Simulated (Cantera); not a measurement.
An adiabatic, constant-volume homogeneous reactor starts with 4.12 % CH4, 7.41 % O2, 88.5 % N2, equivalence ratio 1.1, at 1625 K and 0.390 bar.

Detailed kinetics in Cantera: GRI-Mech 3.0 (53 species, 325 reactions).

**Question.** Predict: time of steepest temperature rise; temperature at 6.00 s; equilibrium temperature; x(O2) at 6.00 s; x(CO2) at 6.00 s; x(NO2) at 6.00 s.

**Answer.** 
```json
{
 "time_of_steepest_temperature_rise": "1.94 ms",
 "temperature at 6.00 s": "2450 K",
 "equilibrium_temperature": "2450 K",
 "x(O2) at 6.00 s": "0.00257 (gas-phase equilibrium 0.00257)",
 "x(CO2) at 6.00 s": "0.0235 (gas-phase equilibrium 0.0235)",
 "x(NO2) at 6.00 s": "1.96e-7 (gas-phase equilibrium 1.96e-7)"
}
```
